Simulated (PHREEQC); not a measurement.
Dissolve 47 mmol/kgw HNO3, 20 mmol/kgw CaCl2 and 0.045 mmol/kgw CuCl2 at 25 °C. Closed to the air; pH follows from the charge balance.

Model: ion-association model, wateq4f.dat, run in PHREEQC.

| quantity | before | after |
|---|---|---|
| pH | 1.41 | 3.34 |
| CuCl+ (mol/kgw) | 1.82e-6 | 4.20e-10 |
| SI of Tenorite (CuO) | -9.57 | -7.34 |
| SI of Cu(OH)2 (Cu(OH)2) | -10.59 | -8.36 |

Problem. What was changed between the two runs?
A. diluted 10-fold with water
B. temperature from 25 to 10 °C
C. diluted 2-fold with water
D. 0.041 mol/kgw LiNO3 added
E. diluted 100-fold with water

Solution. E, diluted 100-fold with water

Precipitation was switched off in this run.
